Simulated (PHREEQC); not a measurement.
PHREEQC input (ion-association model, wateq4f.dat):

```
SOLUTION_MASTER_SPECIES
  An  An-  0  An  62.0  # stands for a non-complexing anion
SOLUTION_SPECIES
  An- = An-
    -log_k 0
    -gamma 3.0 0
PHASES
  Fix_H+
    H+ = H+
    -log_k 0
SOLUTION 1
  temp 25
  units mmol/kgw
  pH 7 charge
  Cl 2.8
  Ca 1.4
  Na 10
  An 10
END
SELECTED_OUTPUT 1
  -reset false
  -pH true
  -pe true
  -ionic_strength true
  -water true
  -totals Ca Cl Na
  -molalities Hfo_wOH Hfo_wOH2+ Hfo_wO- Hfo_sOH Hfo_sOH2+ Hfo_sO- Hfo_sOHCa+2 Hfo_wOCa+
  -saturation_indices Portlandite Halite
USER_PUNCH 1
  -headings sigma psi
  10 PUNCH EDL("sigma", "Hfo"), EDL("psi", "Hfo")
PRINT
  -reset false
USE solution 1
SURFACE 1
  Hfo_wOH 0.000876404 600 0.39
  Hfo_sOH 2.19101e-05
EQUILIBRIUM_PHASES 1
  Fix_H+ -3 HAn 10
    -force_equality true
  O2(g) -0.68 10
END
# ... the last block is repeated for the other 12 points of pH, with NaOH or the acid as the point needs
```

Selected output (columns that matter, 13 of 13 rows; pH added in front):

```
pH	mu	Ca	Na	m_Hfo_wOH	m_Hfo_wOH2+	m_Hfo_wO-	m_Hfo_sOH	m_Hfo_sOH2+	m_Hfo_sO-	m_Hfo_sOHCa+2	si_Portlandite	si_Halite	sigma	psi
3	0.015719	0.0014	0.01	8.4194e-05	0.00079201	2.0504e-07	2.1048e-06	1.98e-05	5.1259e-09	3.9513e-11	-19.864	-6.2442	0.33467	0.19619
3.5	0.014904	0.0014	0.01	0.00018523	0.00069003	1.1391e-06	4.6308e-06	1.7251e-05	2.8477e-08	1.3775e-10	-18.859	-6.2418	0.29118	0.19041
4	0.014595	0.0014	0.01	0.00031385	0.00055852	4.0402e-06	7.846e-06	1.3963e-05	1.01e-07	5.3476e-10	-17.858	-6.2408	0.23436	0.17982
4.5	0.014449	0.0014	0.01	0.00043779	0.00042836	1.025e-05	1.0944e-05	1.0708e-05	2.5622e-07	2.2593e-09	-16.857	-6.2404	0.17673	0.1656
5	0.014365	0.0014	0.01	0.00053577	0.00032009	2.0543e-05	1.3388e-05	7.9986e-06	5.1334e-07	1.0316e-08	-15.856	-6.2401	0.12662	0.1487
5.5	0.014309	0.0013999	0.01	0.00060201	0.00023976	3.4628e-05	1.5015e-05	5.98e-06	8.6367e-07	5.145e-08	-14.856	-6.2399	0.086743	0.12954
6	0.014269	0.0013997	0.01	0.00064076	0.00018472	5.0918e-05	1.5811e-05	4.5582e-06	1.2565e-06	2.8397e-07	-13.856	-6.2398	0.056775	0.10827
6.5	0.014238	0.0013982	0.01	0.0006607	0.00014807	6.7539e-05	1.5271e-05	3.4222e-06	1.561e-06	1.6564e-06	-12.856	-6.2397	0.03538	0.085158
7	0.0142	0.0013917	0.01	0.00066995	0.00012001	8.5681e-05	1.0971e-05	1.9652e-06	1.4031e-06	7.5706e-06	-11.858	-6.2396	0.020944	0.061335
7.5	0.014164	0.0013772	0.010019	0.00066787	9.5054e-05	0.0001075	3.9011e-06	5.5522e-07	6.2793e-07	1.6826e-05	-10.862	-6.2386	0.011177	0.037666
8	0.014134	0.0013387	0.010113	0.00063174	6.6403e-05	0.00013768	9.0538e-07	9.5166e-08	1.9733e-07	2.0712e-05	-9.8743	-6.2345	0.0043781	0.015875
8.5	0.014034	0.0012321	0.010337	0.00049132	2.6024e-05	0.0002125	3.9821e-07	2.1092e-08	1.7223e-07	2.1318e-05	-8.9097	-6.2247	0.0010571	0.0039041
9	0.013916	0.0011049	0.010602	0.00027565	5.4148e-06	0.00032146	3.207e-07	6.2998e-09	3.74e-07	2.1209e-05	-7.9564	-6.2133	-5.1388e-05	-0.00019079
```

The oxide is taken as insoluble; below pH 4 it would dissolve.
